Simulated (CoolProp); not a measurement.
A single-stage vapour-compression cycle with the fluid: evaporating at 247.15 K (dew point), condensing at 288.15 K (bubble point), superheat 5 K, subcooling 2 K, compressor efficiency 0.6, no pressure losses. The same conditions are run with several fluids, on thermodynamics alone (safety and materials aside).

Model: reference Helmholtz-energy equation of state of each fluid (nitrous oxide: Lemmon 2006; R410A: Lemmon 2003; trans-2-butene: Lemmon 2005; ethane: Bücker 2006; n-perfluorobutane: Gao 2022; R1336mzz(E): Akasaka 2023), in CoolProp. Blends and air are pseudo-pure fits.

**Question.** Rank nitrous oxide, R410A, trans-2-butene, ethane, n-perfluorobutane, R1336mzz(E) by cooling COP, highest first.

**Answer.** trans-2-butene (3.19), R1336mzz(E) (3.04), R410A (2.97), n-perfluorobutane (2.72), nitrous oxide (2.56), ethane (2.48)

| fluid | pressure ratio | discharge temperature (K) | refrigerating effect (kJ/kg) | volumetric capacity (kJ/m³) |
|---|---|---|---|---|
| nitrous oxide | 3.01 | 356.1 | 210 | 7850 |
| R410A | 3.97 | 341.0 | 196 | 2350 |
| trans-2-butene | 5.28 | 326.4 | 350 | 305 |
| ethane | 2.82 | 328.4 | 259 | 5410 |
| n-perfluorobutane | 5.56 | 288.1 | 66.3 | 264 |
| R1336mzz(E) | 6.63 | 307.3 | 127 | 203 |

The compression ends wet for: n-perfluorobutane.
